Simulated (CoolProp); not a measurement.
Vapour pressure (kPa) of R365MFC: the reference equation beside estimates from Tc = 460.0 K, pc = 3266 kPa, ω = 0.377. Clausius-Clapeyron is anchored at 293.7 K with a constant enthalpy of vaporisation of 29.22 kJ/mol.

The numbers come from the reference Helmholtz-energy equation of state, Lemmon 2016 in CoolProp.

```tsv
T (K)	reference	Clausius-Clapeyron	Redlich-Kwong	Soave-Redlich-Kwong
287.3	35.87	36.20	100.7	35.11
293.7	47.26	47.26	124.8	46.45
300.1	61.39	60.99	153.0	60.58
306.6	79.01	78.18	186.2	78.28
313	100.1	98.82	223.8	99.52
319.4	125.4	123.7	266.6	125.1
325.9	155.9	154.1	315.9	156.1
332.3	191.4	189.7	370.5	192.2
338.7	232.9	231.6	431.5	234.5
345.1	280.9	280.8	499.3	283.8
351.6	337.2	338.9	575.5	341.5
```

Absolute difference from the reference over all 11 rows, mean and median: Clausius-Clapeyron 0.8 and 0.9 %, Redlich-Kwong 117.8 and 112.6 %, Soave-Redlich-Kwong 0.9 and 0.9 %.
